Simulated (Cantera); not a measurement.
Cantera run, input and output.

```python
import numpy as np
import cantera as ct

gas = ct.Solution("gri30.yaml")
gas.TPX = 1925, 18000, {'CH4': 1, 'N2': 180}
reactor = ct.IdealGasConstPressureReactor(gas, energy="off", clone=False)
net = ct.ReactorNet([reactor])
net.rtol, net.atol = 1e-08, 1e-18
show = ['CH4', 'CH3', 'H', 'HCN', 'C2H6', 'H2']
times = np.geomspace(0.0001, 8, 13)

steps = ct.SolutionArray(gas, extra=["t"])
rows = []
print(f"{'t/s':>10s}{'T/K':>9s}{'P/Pa':>11s}" + "".join(f"{s:>11s}" for s in show))
for t in times:
    while net.time < t:
        t_next = net.step()
        steps.append(gas.state, t=t_next)
    rows.append([np.interp(t, steps.t, y) for y in (steps.T, steps.P, *steps(*show).X.T)])
    print(f"{t:10.3e}{rows[-1][0]:9.1f}{rows[-1][1]:11.4g}" + "".join(f"{x:11.3e}" for x in rows[-1][2:]))
rate = np.gradient(steps.T, steps.t)
print("integrator steps:", len(steps.t))
if steps.T.max() > steps.T[0] + 200:
    print(f"time of steepest temperature rise: {steps.t[rate.argmax()]:.4e} s")
gas.TPX = 1925, 18000, {'CH4': 1, 'N2': 180}
gas.equilibrate("TP")
print(f"equilibrium (TP): T = {gas.T:.1f} K  " + "  ".join(f"{s} {gas[s].X[0]:.3e}" for s in show))
```

Output:

```
       t/s      T/K       P/Pa        CH4        CH3          H        HCN       C2H6         H2
 1.000e-04   1925.0    1.8e+04  5.490e-03  3.425e-05  3.785e-06  4.915e-11  3.917e-09  1.533e-05
 2.562e-04   1925.0    1.8e+04  5.430e-03  9.250e-05  4.091e-06  6.984e-10  4.080e-08  4.596e-05
 6.564e-04   1925.0    1.8e+04  5.261e-03  2.342e-04  6.255e-06  1.172e-08  3.023e-07  1.441e-04
 1.682e-03   1925.0    1.8e+04  4.604e-03  5.069e-04  1.996e-05  2.723e-07  1.490e-06  7.210e-04
 4.309e-03   1925.0    1.8e+04  2.418e-03  4.939e-04  6.434e-05  5.609e-06  1.412e-06  3.854e-03
 1.104e-02   1925.0    1.8e+04  7.108e-04  1.789e-04  9.869e-05  2.591e-05  1.808e-07  6.922e-03
 2.828e-02   1925.0    1.8e+04  1.581e-04  5.014e-05  1.298e-04  5.849e-05  1.384e-08  7.886e-03
 7.247e-02   1925.0    1.8e+04  2.864e-05  1.079e-05  1.548e-04  9.410e-05  6.273e-10  8.106e-03
 1.857e-01   1925.0    1.8e+04  3.054e-06  1.266e-06  1.703e-04  1.156e-04  8.524e-12  8.146e-03
 4.757e-01   1925.0    1.8e+04  2.153e-07  9.841e-08  1.869e-04  1.193e-04  5.651e-14  8.145e-03
 1.219e+00   1925.0    1.8e+04  8.627e-08  4.250e-08  2.016e-04  1.195e-04  1.542e-14  8.140e-03
 3.122e+00   1925.0    1.8e+04  3.553e-08  1.777e-08  2.047e-04  1.197e-04  7.754e-15  8.139e-03
 8.000e+00   1925.0    1.8e+04  2.323e-08  1.162e-08  2.048e-04  1.199e-04  6.822e-15  8.139e-03
integrator steps: 1125
equilibrium (TP): T = 1925.0 K  CH4 2.620e-08  CH3 1.311e-08  H 2.048e-04  HCN 5.358e-03  C2H6 1.040e-15  H2 8.140e-03
```

Model: GRI-Mech 3.0 (53 species, 325 reactions), integrated in Cantera. GRI-Mech 3.0 stops at C3 and has no aromatics, soot or wall deposition, so with more carbon than oxygen in the feed, carbon stays in small species such as C2H2 where larger ones or solid carbon would form.
